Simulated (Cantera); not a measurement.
Feed: 1 mol SiHCl3, a varied amount of C3H8, 2.5 mol H2, held at 852 °C and 0.0290 bar.

Cantera equilibrium calculation (NASA polynomials, part measured and part estimated; ideal gas, pure solids and liquids). Candidate condensed phases: C, C6H6, C7H8, C8H18, Si, SiC; 109 gas species. Mutual solubility and eutectic melting of coexisting phases are not modelled. The numbers say what is thermodynamically allowed, not how fast it happens.

What share of the Si ends up in condensed phases as a function of n(C3H8) (mol), at 0.056, 0.076, 0.1, 0.14, 0.19, 0.27, 0.36, 0.49, 0.68, 0.92?


```csv
n(C3H8) (mol),Si condensed (%),as
0.056,25.4,Si(s) + SiC(s)
0.076,25.5,Si(s) + SiC(s)
0.1,30.0,SiC(s)
0.14,42.0,SiC(s)
0.19,56.9,SiC(s)
0.27,63.5,SiC(s)
0.36,65.5,SiC(s)
0.49,68.1,SiC(s)
0.68,71.7,SiC(s)
0.92,75.6,SiC(s)
```
